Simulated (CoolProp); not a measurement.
The fluid at 293.15 K and 16.9 MPa flows at 11 m/s in a round tube of 10 mm bore and 1.5 µm roughness, fully developed (64/Re and Nu = 3.66 if laminar; Colebrook and Gnielinski if turbulent). The same conditions are run with several fluids, on thermodynamics alone (safety and materials aside).

Values from CoolProp's reference Helmholtz-energy equation of state of each fluid (methanol: de Reuck 1993; carbon dioxide: Span 1996; isobutane: Bücker 2006; benzene: Thol 2012; R404A: Lemmon 2003). Blends and air are pseudo-pure fits.

Task: Rank methanol, carbon dioxide, isobutane, benzene, R404A by Reynolds number, highest first.

Result: carbon dioxide (1040000), R404A (679000), isobutane (320000), methanol (138000), benzene (131000)

| fluid | Darcy friction factor | pressure drop (Pa/m) | heat-transfer coefficient (W/(m² K)) | mass flow (kg/h) |
|---|---|---|---|---|
| methanol | 0.0178 | 86600 | 17800 | 2510 |
| carbon dioxide | 0.0141 | 78100 | 29600 | 2850 |
| isobutane | 0.0157 | 55500 | 14600 | 1810 |
| benzene | 0.0179 | 96600 | 12700 | 2770 |
| R404A | 0.0145 | 103000 | 19100 | 3630 |

Transport values come from each fluid's own correlations.
